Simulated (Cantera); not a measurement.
Feed: 1 mol BCl₃, 8.9 mol H₂O, 1.1 mol N₂, equilibrated at 1525 K and 1.00 bar.

These are equilibrium values from Cantera (NASA tables, ideal gas, pure condensed phases), not measurements of a reactor. Candidate condensed phases: B, BN, B₂O₃, B₃O₃H₃, H₂O, NH₄Cl; 49 gas species. Gases not in the tables: H₃BO₃. Rates play no part.

Base state: H₂O 0.621, HCl 0.258, N₂ 0.0946, HBO₂ 0.0238, (HBO₂)₃ 0.00213, Cl 0.000300, H₂ 0.000266, O₂ 3.77e-5 (mole fractions); condensed: B₂O₃(l).

What changes in the equilibrium state with this change: temperature from 1525 K to 1423 K?


| species | before | after |
|---|---|---|
| H₂O | 0.621 | 0.632 |
| HCl | 0.258 | 0.260 |
| N₂ | 0.0946 | 0.0953 |
| HBO₂ | 0.0238 | 0.00937 |
| B₂O₃ | 3.59e-5 | 4.10e-6 |
| OH | 2.80e-5 | 8.55e-6 |
| B₂O₃(l), mol | 0.324 | 0.396 |

What changes in the equilibrium state with this change: H₂O from 8.9 to 3.3 mol?


| species | before | after |
|---|---|---|
| HCl | 0.258 | 0.504 |
| H₂O | 0.621 | 0.293 |
| N₂ | 0.0946 | 0.185 |
| HBO₂ | 0.0238 | 0.0163 |
| O₂ | 3.77e-5 | 5.22e-6 |
| (HBO₂)₃ | 0.00213 | 0.000691 |
| Cl₂ | 1.89e-5 | 5.70e-5 |
| BOCl | 8.19e-6 | 2.33e-5 |
| OH | 2.80e-5 | 1.17e-5 |
| B₂O₃(l), mol | 0.324 | 0.445 |
The tables' values for BOCl are old estimates; treat these amounts as uncertain.
